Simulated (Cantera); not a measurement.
An isothermal, constant-pressure homogeneous reactor starts with 86.2 % NH3, 13.8 % H2, at 2350 K and 0.0267 bar.

Computed with Cantera and the gas-phase N/H chemistry of the illustrative SiF4/NH3 mechanism in the Surface Chemkin manual (1991). Walls and surfaces, which speed up NH3 decomposition in real reactors, are not modelled.

x: mole fraction; the columns are a selection and need not sum to one.

```json
[
 {"t (s)": "0.000700", "x NH3": "0.848", "x H2": "0.145", "x N2": "0.00170", "x NH2": "0.00519", "x N2H4": "3.02e-8"},
 {"t (s)": "0.00219", "x NH3": "0.809", "x H2": "0.173", "x N2": "0.0119", "x NH2": "0.00533", "x N2H4": "3.19e-8"},
 {"t (s)": "0.00684", "x NH3": "0.703", "x H2": "0.251", "x N2": "0.0406", "x NH2": "___", "x N2H4": "2.45e-8"},
 {"t (s)": "0.0214", "x NH3": "0.472", "x H2": "0.420", "x N2": "0.103", "x NH2": "___", "x N2H4": "1.31e-8"},
 {"t (s)": "0.0669", "x NH3": "0.170", "x H2": "0.641", "x N2": "0.185", "x NH2": "___", "x N2H4": "3.09e-9"},
 {"t (s)": "0.209", "x NH3": "0.0108", "x H2": "0.755", "x N2": "0.228", "x NH2": "___", "x N2H4": "7.79e-11"},
 {"t (s)": "0.654", "x NH3": "2.59e-6", "x H2": "0.729", "x N2": "0.226", "x NH2": "___", "x N2H4": "<1e-12"},
 {"t (s)": "2.05", "x NH3": "1.34e-7", "x H2": "0.711", "x N2": "0.224", "x NH2": "___", "x N2H4": "<1e-12"},
 {"t (s)": "6.40", "x NH3": "9.34e-8", "x H2": "0.711", "x N2": "0.224", "x NH2": "2.73e-8", "x N2H4": "<1e-12"},
 {"t (s)": "20.0", "x NH3": "9.32e-8", "x H2": "0.711", "x N2": "0.224", "x NH2": "2.72e-8", "x N2H4": "<1e-12"}
]
```

Question: What belongs in the gaps?

Answer: 
- 0.00684, x NH2: 0.00468
- 0.0214, x NH2: 0.00342
- 0.0669, x NH2: 0.00166
- 0.209, x NH2: 0.000264
- 0.654, x NH2: 5.14e-7
- 2.05, x NH2: 3.90e-8
